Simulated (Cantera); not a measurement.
An isothermal, constant-pressure homogeneous reactor starts with 74.1 % N2O, 25.9 % N2, at 1473 K and 1.01 bar.

Computed with Cantera and GRI-Mech 3.0 (53 species, 325 reactions). GRI-Mech 3.0 was tuned for natural gas; its chemistry of N2O as a main component is partial and can be far from experiment. The temperature is held fixed by assumption; the heat of reaction is taken as removed at once.

x: mole fraction; the columns are a selection and need not sum to one.

```
t (s)       x N2O     x NO2   x N2      x O      x O2      x NO
--------  -------  --------  -----  -------  --------  --------
2.00e-6     0.741  9.72e-12  0.259  2.24e-5   5.23e-6   3.20e-6
5.79e-6     0.741  3.78e-10  0.259  4.20e-5   3.27e-5   2.00e-5
1.68e-5     0.740   7.68e-9  0.260  5.19e-5  0.000148   9.04e-5
4.85e-5     0.739   8.70e-8  0.260  5.24e-5  0.000502  0.000307
0.000140    0.735   7.60e-7  0.262  5.24e-5   0.00152  0.000931
0.000406    0.725   5.59e-6  0.268  5.23e-5   0.00444   0.00271
0.00118     0.696   3.15e-5  0.284  5.19e-5    0.0126   0.00765
0.00340     0.620  0.000119  0.326  5.05e-5    0.0338    0.0204
0.00985       ___       ___    ___      ___       ___       ___
0.0285        ___       ___    ___      ___       ___       ___
0.0825     0.0423  0.000684  0.653  1.39e-5     0.204     0.100
0.239     0.00140  0.000623  0.678  1.88e-6     0.219     0.101
0.691     3.48e-6  0.000602  0.679  1.31e-6     0.219     0.101
2.00      3.32e-6  0.000601  0.679  1.31e-6     0.219     0.101
```

**Question.** Fill in the missing entries.

**Answer.** 
- 0.00985, x N2O: 0.455
- 0.00985, x NO2: 0.000311
- 0.00985, x N2: 0.417
- 0.00985, x O: 4.64e-5
- 0.00985, x O2: 0.0805
- 0.00985, x NO: 0.0473
- 0.0285, x N2O: 0.213
- 0.0285, x NO2: 0.000567
- 0.0285, x N2: 0.553
- 0.0285, x O: 3.53e-5
- 0.0285, x O2: 0.151
- 0.0285, x NO: 0.0830
